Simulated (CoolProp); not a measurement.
A single-stage vapour-compression cycle with R11: evaporating at 298.15 K (dew point), condensing at 361.15 K (bubble point), superheat 0 K, subcooling 0 K, compressor efficiency 0.9, no pressure losses. Each further row changes one setting.

The numbers come from the reference Helmholtz-energy equation of state, Jacobsen 1992 in CoolProp.

```tsv
case	cooling COP	pressure ratio	discharge temperature (K)	refrigerating effect (kJ/kg)	volumetric capacity (kJ/m³)
as stated	3.35	5.95	369.5	123	750
evaporating temperature 303.15 K	3.78	5.01	368.3	125	?
condensing temperature 356.15 K	?	5.30	?	128	780
subcooling 5 K	?	5.95	369.5	128	780
superheat 10 K	?	5.95	380.4	129	?
compressor efficiency 0.8	?	5.95	376.1	123	750
```

Problem. Some entries are withheld; supply them.

Solution. 
- evaporating temperature 303.15 K, volumetric capacity (kJ/m³): 899
- condensing temperature 356.15 K, cooling COP: 3.74
- condensing temperature 356.15 K, discharge temperature (K): 364.3
- subcooling 5 K, cooling COP: 3.48
- superheat 10 K, cooling COP: 3.38
- superheat 10 K, volumetric capacity (kJ/m³): 758
- compressor efficiency 0.8, cooling COP: 2.98
